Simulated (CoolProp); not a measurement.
The fluid at 293.15 K and 0.276 MPa is compressed adiabatically to 1.79 MPa with isentropic efficiency 0.85. The same conditions are run with several fluids, on thermodynamics alone (safety and materials aside).

Computed with CoolProp (reference Helmholtz-energy equation of state of each fluid (sulfur dioxide: Gao 2016; oxygen: Schmidt 1985; R407C: Lemmon 2003; propylene: Lemmon 2013)). Blends and air are pseudo-pure fits.

```json
[
 {"fluid": "sulfur dioxide", "work (kJ/kg)": "?", "final temperature (K)": "?", "final density (kg/m³)": "33.1"},
 {"fluid": "oxygen", "work (kJ/kg)": "?", "final temperature (K)": "?", "final density (kg/m³)": "13.0"},
 {"fluid": "R407C", "work (kJ/kg)": "64.0", "final temperature (K)": "?", "final density (kg/m³)": "55.9"},
 {"fluid": "propylene", "work (kJ/kg)": "?", "final temperature (K)": "?", "final density (kg/m³)": "?"}
]
```

Question: Some entries are withheld; supply them.

Answer: 
- sulfur dioxide, work (kJ/kg): 95.5
- sulfur dioxide, final temperature (K): 448.5
- oxygen, work (kJ/kg): 220
- oxygen, final temperature (K): 526.5
- R407C, final temperature (K): 379.4
- propylene, work (kJ/kg): 133
- propylene, final temperature (K): 385.4
- propylene, final density (kg/m³): 26.8

Above 300 K oxygen's equation is extrapolated.
